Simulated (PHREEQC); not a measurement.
Solution A (0.032 mol/kgw ZnSO4, 0.00036 mol/kgw ZnCl2 and 0.1 mol/kgw HCl) is mixed with solution B (0.017 mol/kgw AgNO3 and 0.0021 mol/kgw HNO3) at 75 °C; shares are by mass of water, 1 kg in all. O2 is buffered at 0.21 atm. CO2 from the air is kept out. Solids allowed: Zn(OH)2-e, Zn4(OH)6SO4, Zn5(OH)8Cl2, Cerargyrite, Ag2O, Ag2SO4, Goslarite. Others were left out.

Computed with PHREEQC (ion-association model, wateq4f.dat).

```csv
share of solution B,pH,Cerargyrite (mol),Cl in solution (mol/kgw),Ag+ (mol/kgw),HSO4- (mol/kgw),Zn+2 (mol/kgw)
0,1.23,0,0.101,0,0.0267,0.0196
0.1,1.28,0.00163,0.0890,1.86e-7,0.0238,0.0182
0.2,1.32,0.00334,0.0772,2.08e-7,0.0209,0.0167
0.3,1.37,0.00505,0.0655,2.39e-7,0.0180,0.0151
0.4,1.43,0.00676,0.0537,2.82e-7,0.0151,0.0134
0.5,1.50,0.00847,0.0419,3.47e-7,0.0123,0.0117
0.6,1.58,0.0102,0.0301,4.62e-7,0.00957,0.00978
0.7,1.68,0.0119,0.0183,7.19e-7,0.00689,0.00776
0.8,1.83,0.0136,0.00656,1.88e-6,0.00431,0.00555
0.9,2.06,0.0101,9.87e-6,0.00512,0.00185,0.00297
1,2.73,0,0,0.0169,0,0
```

Cerargyrite from share of solution B = 0.1 (pH 1.28), last present at share of solution B = 0.9.

At this temperature some constants are extrapolated from 25 °C, and those without enthalpy data are left unchanged.
